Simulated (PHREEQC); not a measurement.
Make-up at 35 °C: 0.066 mol H2SO4 and 0.0082 mol CuCl2 per kg of water. Closed to the air; pH follows from the charge balance.

Model: ion-association model, phreeqc.dat, run in PHREEQC.

This is a speciation only: nothing precipitates in the calculation.

**Question.** Predict the pH, density.

**Answer.** pH 1.18; density 0.999 g/cm³.

**Question.** In which forms is S present?

**Answer.** HSO4- 76 %, SO4-2 20 %, CuSO4 3.4 % of the S.

Complexes and solids missing from the database can't appear.
